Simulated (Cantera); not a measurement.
Feed: 1 mol MgO, 0.8 mol H2S, 0.63 mol N2, equilibrated at 1750 K and 16.0 mbar.

These are equilibrium values from Cantera (NASA tables, ideal gas, pure condensed phases), not measurements of a reactor. Candidate condensed phases: H2O, H2SO4, Mg, MgO, Mg(OH)2, MgS, MgSO4, S; 43 gas species. Mutual solubility and eutectic melting of coexisting phases are not modelled. The numbers say what is thermodynamically allowed, not how fast it happens.

Base state: H2 0.402, N2 0.349, S2 0.198, H2S 0.0291, SH 0.0107, H2O 0.00662, S 0.00172, H 0.00117 (mole fractions); condensed: MgO(s) + MgS(s).

### Question
What changes in the equilibrium state with this change: temperature from 1750 K to 1973 K?

### Answer
```csv
species,before,after
H2,0.402,0.387
N2,0.349,0.338
S2,0.198,0.192
H2S,0.0291,0.0137
Mg,0.000953,0.0164
H2O,0.00662,0.0152
SH,0.0107,0.0183
MgOH,1.36e-6,3.41e-5
OH,1.13e-6,2.47e-5
"MgO(s), mol",0.988,0.967
"MgS(s), mol",0.0104,0
```
The tables' values for MgH are old estimates; treat these amounts as uncertain.
